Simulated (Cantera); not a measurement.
Charge: 1 mol Pb, 73 mol H2, equilibrated at 950 °C and 0.0750 Torr.

Cantera equilibrium calculation (NASA polynomials, part measured and part estimated; ideal gas, pure solids and liquids). Candidate condensed phases: Pb; 4 gas species. Equilibrium is a limit: real reactors are often held back by kinetics, nucleation or transport.

Base state: H2 0.986, Pb 0.0135, H 2.99e-5 (mole fractions); condensed: gas only.

Problem. What changes in the equilibrium state with this change: pressure from 0.0750 Torr to 750 Torr?

Solution. 
```tsv
species	before	after
H2	0.986	0.999
Pb	0.0135	0.000910
H	2.99e-5	3.01e-7
Pb(l), mol	0	0.934
```
